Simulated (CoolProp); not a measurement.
The numbers come from the reference Helmholtz-energy equation of state, Schroeder 2014 in CoolProp.

### Question
For ethanol, give the phase and the density (kg/m³), Joule-Thomson coefficient (K/MPa) at 251.4 K and 37.6 bar.

### Answer
- 251.4 K and 37.6 bar: liquid; density 827, Joule-Thomson coefficient -0.423
